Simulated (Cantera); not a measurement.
A closed system holds: 1 mol SiCl₄, 0.012 mol C₃H₈, 4.4 mol H₂, held at 1.00 Torr.

Equilibrium computed with Cantera from the NASA thermochemical tables; the gas is ideal and each condensed phase is pure. Candidate condensed phases: C, C₆H₆, C₇H₈, C₈H₁₈, Si, SiC; 109 gas species. The tables' values for SiCl, SiCl₃ are old estimates; treat these amounts as uncertain. Gases not in the tables: Si₂H₆ and higher silanes. Rates play no part.

Problem. At 2148 K, list the 5 most abundant gas species with their mole fractions, and the condensed phases.

Solution. H₂ 0.425, HCl 0.322, SiCl₂ 0.0940, H 0.0744, Cl 0.0413. Condensed: SiC(s).
